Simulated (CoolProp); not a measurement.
Hexamethyldisiloxane (MM) along the isotherm 525.4 K: Z from the reference equation and from simpler models built on Tc = 518.7 K, pc = 1.931 MPa, ω = 0.418; each cubic takes its own stable root.

Computed with CoolProp (reference Helmholtz-energy equation of state, Thol 2016).

| p (MPa) | phase | reference | van der Waals | Redlich-Kwong | Peng-Robinson |
|---|---|---|---|---|---|
| 0.00916 | gas | 0.9984 | 0.9986 | 0.9984 | 0.9983 |
| 0.0174 | gas | 0.9969 | 0.9974 | 0.9970 | 0.9967 |
| 0.0329 | gas | 0.9942 | 0.9951 | 0.9944 | 0.9938 |
| 0.0624 | gas | 0.9889 | 0.9906 | 0.9893 | 0.9882 |
| 0.118 | gas | 0.9788 | 0.9822 | 0.9797 | 0.9776 |
| 0.224 | gas | 0.9593 | 0.9657 | ___ | ___ |
| 0.425 | gas | ___ | 0.9330 | 0.9242 | ___ |
| 0.806 | gas | ___ | 0.8649 | ___ | ___ |
| 1.53 | gas | 0.6546 | ___ | 0.6665 | 0.6467 |
| 2.9 | supercritical | 0.2549 | 0.3541 | 0.2989 | 0.2763 |

Problem. Complete the blanks.

Solution. 
- 0.224, Redlich-Kwong: 0.9610
- 0.224, Peng-Robinson: 0.9570
- 0.425, reference: 0.9207
- 0.425, Peng-Robinson: 0.9169
- 0.806, reference: 0.8415
- 0.806, Redlich-Kwong: 0.8485
- 0.806, Peng-Robinson: 0.8354
- 1.53, van der Waals: 0.6950
